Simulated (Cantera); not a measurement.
Charge: 1 mol Ta2O5, 0.35 mol CH4, 0.61 mol CO, held at 13.3 mbar.

These are equilibrium values from Cantera (NASA tables, ideal gas, pure condensed phases), not measurements of a reactor. Candidate condensed phases: C, C6H6, C7H8, C8H18, H2O, Ta, TaC, Ta2O5; 113 gas species. Mutual solubility and eutectic melting of coexisting phases are not modelled. TaC: taken at fixed stoichiometry. Condensed phases not in the tables: Ta2C, N, O or C dissolved in the metal. Rates play no part.

x: gas mole fraction; n: condensed amount in mol.

```json
[
 {"T (K)": "1048", "x CO": "0.464", "x H2": "0.534", "x H": "4.89e-8", "x TaO2": "<1e-12", "x TaO": "<1e-12", "n C(graphite)": "0.351", "n Ta2O5(s)": "1.00", "n TaC(s)": "0", "n Ta(s)": "0", "n Ta2O5(l)": "0"},
 {"T (K)": "1148", "x CO": "0.551", "x H2": "0.448", "x H": "4.15e-7", "x TaO2": "<1e-12", "x TaO": "<1e-12", "n C(graphite)": "0", "n Ta2O5(s)": "0.950", "n TaC(s)": "0.100", "n Ta(s)": "0", "n Ta2O5(l)": "0"},
 {"T (K)": "1248", "x CO": "0.551", "x H2": "0.448", "x H": "2.71e-6", "x TaO2": "<1e-12", "x TaO": "<1e-12", "n C(graphite)": "0", "n Ta2O5(s)": "0.950", "n TaC(s)": "0.100", "n Ta(s)": "0", "n Ta2O5(l)": "0"},
 {"T (K)": "1348", "x CO": "0.551", "x H2": "0.448", "x H": "1.34e-5", "x TaO2": "<1e-12", "x TaO": "<1e-12", "n C(graphite)": "0", "n Ta2O5(s)": "0.950", "n TaC(s)": "0.100", "n Ta(s)": "0", "n Ta2O5(l)": "0"},
 {"T (K)": "1448", "x CO": "0.551", "x H2": "0.448", "x H": "5.34e-5", "x TaO2": "2.55e-11", "x TaO": "<1e-12", "n C(graphite)": "0", "n Ta2O5(s)": "0.950", "n TaC(s)": "0.100", "n Ta(s)": "0", "n Ta2O5(l)": "0"},
 {"T (K)": "1548", "x CO": "0.551", "x H2": "0.448", "x H": "0.000179", "x TaO2": "8.46e-10", "x TaO": "…", "n C(graphite)": "0", "n Ta2O5(s)": "0.950", "n TaC(s)": "0.100", "n Ta(s)": "0", "n Ta2O5(l)": "0"},
 {"T (K)": "1648", "x CO": "0.551", "x H2": "0.448", "x H": "0.000516", "x TaO2": "1.81e-8", "x TaO": "…", "n C(graphite)": "0", "n Ta2O5(s)": "0.950", "n TaC(s)": "0.100", "n Ta(s)": "0", "n Ta2O5(l)": "0"},
 {"T (K)": "1748", "x CO": "0.551", "x H2": "0.447", "x H": "0.00132", "x TaO2": "2.70e-7", "x TaO": "…", "n C(graphite)": "0", "n Ta2O5(s)": "0.950", "n TaC(s)": "0.100", "n Ta(s)": "0", "n Ta2O5(l)": "0"},
 {"T (K)": "1848", "x CO": "0.550", "x H2": "0.446", "x H": "0.00307", "x TaO2": "2.97e-6", "x TaO": "…", "n C(graphite)": "0", "n Ta2O5(s)": "0.950", "n TaC(s)": "0.101", "n Ta(s)": "0", "n Ta2O5(l)": "0"},
 {"T (K)": "1948", "x CO": "0.549", "x H2": "0.443", "x H": "0.00651", "x TaO2": "2.53e-5", "x TaO": "…", "n C(graphite)": "0", "n Ta2O5(s)": "0.950", "n TaC(s)": "0.101", "n Ta(s)": "0", "n Ta2O5(l)": "0"},
 {"T (K)": "2048", "x CO": "0.547", "x H2": "0.438", "x H": "0.0128", "x TaO2": "0.000174", "x TaO": "…", "n C(graphite)": "0", "n Ta2O5(s)": "0.950", "n TaC(s)": "0.101", "n Ta(s)": "0", "n Ta2O5(l)": "0"},
 {"T (K)": "2148", "x CO": "0.571", "x H2": "0.404", "x H": "0.0229", "x TaO2": "0.000763", "x TaO": "…", "n C(graphite)": "0", "n Ta2O5(s)": "0", "n TaC(s)": "0", "n Ta(s)": "0.141", "n Ta2O5(l)": "0.929"},
 {"T (K)": "2248", "x CO": "0.564", "x H2": "0.390", "x H": "0.0398", "x TaO2": "0.00280", "x TaO": "…", "n C(graphite)": "0", "n Ta2O5(s)": "0", "n TaC(s)": "0", "n Ta(s)": "0.140", "n Ta2O5(l)": "0.927"},
 {"T (K)": "2348", "x CO": "0.553", "x H2": "0.369", "x H": "0.0649", "x TaO2": "0.00912", "x TaO": "…", "n C(graphite)": "0", "n Ta2O5(s)": "0", "n TaC(s)": "0", "n Ta(s)": "0.136", "n Ta2O5(l)": "0.922"}
]
```

Question: Complete the blanks.

Answer: 
- 1548, x TaO: 1.72e-11
- 1648, x TaO: 6.32e-10
- 1748, x TaO: 1.52e-8
- 1848, x TaO: 2.57e-7
- 1948, x TaO: 3.23e-6
- 2048, x TaO: 3.15e-5
- 2148, x TaO: 0.000154
- 2248, x TaO: 0.000600
- 2348, x TaO: 0.00207
